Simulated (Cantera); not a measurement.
Cantera run:

```python
import numpy as np
import cantera as ct

gas_names = """
    CL CL2 H HCL H2 Si SiCL SiCL2 SiCL3 SiCL4 SiH SiHCL3 SiH2 SiH2CL2 SiH3 SiH3CL SiH4 Si2 Si3
""".split()
cond_names = """
    Si(cr) Si(L)
""".split()


# ... load() reads the species with a 1 bar reference pressure and builds the phases ...
atoms = {
    'Si': {'Si': 1},
    'Cl2': {'CL': 2},
    'H2': {'H': 2},
}
top_T = {}  # K; cautious upper limits of use, not melting points


# ... equilibrate(T, P, feed) seeds the gas with the atoms and calls Mixture.equilibrate('TP', solver="vcs", rtol=1e-11, max_steps=5000) ...
results = []
feed = {'Si': 1, 'Cl2': 6.4, 'H2': 6.6}  # mol
T = 725  # K
P = 1000  # Pa
mix = equilibrate(T, P, feed)
results.append((T, P, feed, dict(zip(mix.species_names, mix.species_moles))))
x = sorted(zip(gas.X, gas.species_names), reverse=True)
print(f"T = {T:g} K  P = {P:g} Pa  gas = {mix.phase_moles(0):.4g} mol")
print("   x: " + "  ".join(f"{s} {v:.3e}" for v, s in x if v > 0.0001))
print("   condensed (mol): " + ("  ".join(f"{mix.phase(i).name} {mix.phase_moles(i):.4g}"
      for i in range(1, mix.n_phases) if mix.phase_moles(i) > 1e-12) or "none"))
```

It prints:

```
T = 725 K  P = 1000 Pa  gas = 12 mol
   x: HCL 7.333e-01  H2 1.833e-01  SiCL4 8.333e-02
   condensed (mol): none
```

Equilibrium computed with Cantera from the NASA thermochemical tables; the gas is ideal and each condensed phase is pure.
